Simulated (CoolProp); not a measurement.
C3F8 (R218) at 298.15 K and 0.566 MPa is throttled through a valve to 0.1 MPa with no heat exchange. Each further row changes one setting.

Model: reference Helmholtz-energy equation of state, Lemmon 2006, in CoolProp. It is a short technical equation, of lower accuracy than the large ones.

| case | temperature change (K) | final density (kg/m³) |
|---|---|---|
| as stated | [?] | [?] |
| outlet pressure 0.03 MPa | [?] | [?] |
| outlet pressure 0.13 MPa | [?] | [?] |

**Question.** Complete the blanks.

**Answer.** 
- as stated, temperature change (K): -6.9
- as stated, final density (kg/m³): 7.95
- outlet pressure 0.03 MPa, temperature change (K): -7.9
- outlet pressure 0.03 MPa, final density (kg/m³): 2.35
- outlet pressure 0.13 MPa, temperature change (K): -6.5
- outlet pressure 0.13 MPa, final density (kg/m³): 10.4
